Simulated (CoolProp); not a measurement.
Vapour pressure (bar) of cyclopentane: the reference equation beside estimates from Tc = 511.7 K, pc = 45.83 bar, ω = 0.202.

Values from CoolProp's reference Helmholtz-energy equation of state, Gedanitz 2015.

```json
[
 {"T (K)": "273.2", "reference": "0.1426", "Lee-Kesler": "0.1355", "Redlich-Kwong": "0.2457", "Soave-Redlich-Kwong": "0.1377"},
 {"T (K)": "282.1", "reference": "0.2158", "Lee-Kesler": "0.2063", "Redlich-Kwong": "0.3636", "Soave-Redlich-Kwong": "0.2091"},
 {"T (K)": "291", "reference": "0.3170", "Lee-Kesler": "0.3049", "Redlich-Kwong": "0.5221", "Soave-Redlich-Kwong": "0.3083"},
 {"T (K)": "299.8", "reference": "0.4517", "Lee-Kesler": "0.4373", "Redlich-Kwong": "0.7273", "Soave-Redlich-Kwong": "0.4410"},
 {"T (K)": "308.7", "reference": "0.6311", "Lee-Kesler": "0.6147", "Redlich-Kwong": "0.9931", "Soave-Redlich-Kwong": "0.6185"},
 {"T (K)": "317.6", "reference": "0.8630", "Lee-Kesler": "0.8455", "Redlich-Kwong": "1.327", "Soave-Redlich-Kwong": "0.8489"},
 {"T (K)": "326.5", "reference": "1.157", "Lee-Kesler": "1.140", "Redlich-Kwong": "1.740", "Soave-Redlich-Kwong": "1.142"},
 {"T (K)": "335.4", "reference": "1.524", "Lee-Kesler": "1.509", "Redlich-Kwong": "2.242", "Soave-Redlich-Kwong": "1.510"},
 {"T (K)": "344.3", "reference": "1.976", "Lee-Kesler": "1.964", "Redlich-Kwong": "2.843", "Soave-Redlich-Kwong": "1.965"},
 {"T (K)": "353.2", "reference": "2.524", "Lee-Kesler": "2.519", "Redlich-Kwong": "3.555", "Soave-Redlich-Kwong": "2.518"},
 {"T (K)": "362.1", "reference": "3.180", "Lee-Kesler": "3.185", "Redlich-Kwong": "4.387", "Soave-Redlich-Kwong": "3.184"}
]
```

Absolute difference from the reference over all 11 rows, mean and median: Lee-Kesler 2.2 and 2.0 %, Redlich-Kwong 54.3 and 53.8 %, Soave-Redlich-Kwong 1.7 and 1.6 %.
